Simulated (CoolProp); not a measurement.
R1224YDZ at 298.15 K and 0.043 MPa is compressed adiabatically to 0.0959 MPa with isentropic efficiency 0.9. Each further row changes one setting.

Values from CoolProp's reference Helmholtz-energy equation of state, Akasaka 2023.

| case | work (kJ/kg) | final temperature (K) | final density (kg/m³) |
|---|---|---|---|
| as stated | 15.0 | 318.7 | 5.54 |
| efficiency 1 | 13.5 | 316.8 | 5.58 |
| efficiency 0.65 | 20.7 | 325.7 | 5.41 |
